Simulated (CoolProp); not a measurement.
Values from CoolProp's reference Helmholtz-energy equation of state, Gao 2016.

Task: For sulfur dioxide, give the phase and the Joule-Thomson coefficient (K/MPa) at 467.2 K and 10.8 bar; 502.6 K and 0.2 bar; 442.1 K and 296 bar.

Result: 
- 467.2 K and 10.8 bar: gas; Joule-Thomson coefficient 10.0
- 502.6 K and 0.2 bar: gas; Joule-Thomson coefficient 8.37
- 442.1 K and 296 bar: supercritical; Joule-Thomson coefficient 0.297
